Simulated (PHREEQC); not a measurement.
PHREEQC input (ion-association model, wateq4f.dat):

```
SOLUTION_MASTER_SPECIES
  Amm  AmmH+  0  AmmH  17.031  # ammonia with no redox link, constants of NH4+
SOLUTION_SPECIES
  PO4-3 + 3H+ = H3PO4  # constants of phreeqc.dat
    -log_k 21.721
    -delta_h -10.1 kJ
  AmmH+ = AmmH+
    -log_k 0
  AmmH+ = Amm + H+
    -log_k -9.252
    -delta_h 12.48 kcal
    -analytic 0.6322 -0.001225 -2835.76
    -gamma 2.5 0.0
  AmmH+ + SO4-2 = AmmHSO4-
    -log_k 1.11
    -gamma 5.0 0.0
PHASES
  Amm(g)
    Amm = Amm
    -log_k 1.770
    -delta_h -8.170 kcal
EXCHANGE_SPECIES
  AmmH+ + X- = AmmHX
    -log_k 0.6
SOLUTION 1
  temp 20
  units mol/kgw
  pH 7 charge
  Cs 0.01
  B 0.0044
  P 0.018
  K 0.054
SOLUTION 2
  temp 20
  units mol/kgw
  pH 7 charge
  F 0.179246
  Amm 0.077
  Si 4.1e-05
END
SELECTED_OUTPUT 1
  -reset false
  -pH true
  -pe true
  -ionic_strength true
  -water true
  -totals Amm B Cs F K P Si
  -molalities H+ H3BO3 Cs+ F- K+ PO4-3 H4SiO4 H3SiO4- H2SiO4-2 HPO4-2
    H2PO4- H2BO3- KHPO4- O2 OH- BF(OH)3- BF2(OH)2- BF3OH- BF4- SiF6-2
    HF HF2- H2F2 AmmH+ Amm H3PO4
  -equilibrium_phases SiO2(a)
PRINT
  -reset false
MIX 1
  1 1
  2 0
EQUILIBRIUM_PHASES 1
  SiO2(a) 0 0
  O2(g) -0.68 10
END
# ... the last block is repeated for the other 10 points of share of solution B
```

Selected output (columns that matter, 11 of 11 rows; share of solution B added in front):

```
share of solution B	pH	mu	Amm	B	Cs	F	K	P	Si	m_H+	m_H3BO3	m_Cs+	m_F-	m_K+
0	12.129	0.10472	0	0.0044	0.01	0	0.054	0.018	0	9.0077e-13	4.5118e-06	0.01	0	0.053766
0.1	11.144	0.077582	0.0076987	0.0039593	0.0089984	0.017922	0.048592	0.016197	4.0993e-06	8.5689e-12	4.0417e-05	0.0089984	0.017921	0.04809
0.2	8.5537	0.078204	0.015397	0.0035194	0.0079986	0.035843	0.043193	0.014398	8.1986e-06	3.3408e-09	0.0027862	0.0079986	0.035803	0.04274
0.3	6.1395	0.06955	0.023096	0.0030795	0.0069989	0.053765	0.037794	0.012598	1.2298e-05	8.6208e-07	0.0028174	0.0069989	0.053238	0.037742
0.4	4.1239	0.069303	0.030792	0.0026393	0.0059984	0.071679	0.032391	0.010797	1.6396e-05	8.9343e-05	6.0133e-06	0.0059984	0.054973	0.032391
0.5	3.5762	0.070824	0.038491	0.0021995	0.0049989	0.089603	0.026994	0.008998	2.0495e-05	0.00031567	1.1043e-07	0.0049989	0.056448	0.026994
0.6	3.3647	0.072328	0.046192	0.0017597	0.0039993	0.10753	0.021596	0.0071987	2.4596e-05	0.0005142	1.8807e-08	0.0039993	0.057872	0.021596
0.7	3.2382	0.073808	0.053893	0.0013198	0.0029996	0.12546	0.016198	0.0053993	2.8696e-05	0.00068879	5.3909e-09	0.0029996	0.059273	0.016198
0.8	3.1503	0.075271	0.061594	0.00087992	0.0019998	0.14338	0.010799	0.0035997	3.2797e-05	0.00084415	1.7971e-09	0.0019998	0.060649	0.010799
0.9	3.0842	0.076717	0.069297	0.00043998	0.00099995	0.16131	0.0053998	0.0017999	3.6898e-05	0.00098376	5.2394e-10	0.00099995	0.062001	0.0053998
1	3.0321	0.078151	0.077	0	0	0.17925	0	0	4.1e-05	0.0011102	0	0	0.063332	0
```

wateq4f.dat counts part of the HF as a dimer, H2F2, which phreeqc.dat doesn't know; its constant is uncertain. H3PO4, which wateq4f.dat lacks, is added to it with the constant of phreeqc.dat. SiF6-2 is the database's only silicon fluoride. Real BF4- forms and hydrolyses slowly; the run takes it at equilibrium.
